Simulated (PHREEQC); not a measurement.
Dissolve 0.058 mol HCl and 0.0004 mol NiSO4 per kg of water at 25 °C. Closed to the air; pH follows from the charge balance.

All values are PHREEQC results (ion-association model, wateq4f.dat), not measurements.

```csv
quantity,before,after
pH,1.31,0.64
Ni+2 (mol/kgw),0.000372,0.000309
SO4-2 (mol/kgw),0.000111,4.45e-5
NiSO4 (mol/kgw),1.52e-6,1.85e-7
SI of Morenosite (NiSO4:7H2O),-5.75,-6.66
```

Problem. Name the change that produced these shifts.
(A) 0.00096 mol/kgw KCl added
(B) temperature from 25 to 65 °C
(C) HCl from 0.058 to 0.29 mol/kgw
(D) HCl left out
(E) diluted 10-fold with water

Solution. C, HCl from 0.058 to 0.29 mol/kgw

No solid was allowed to form.
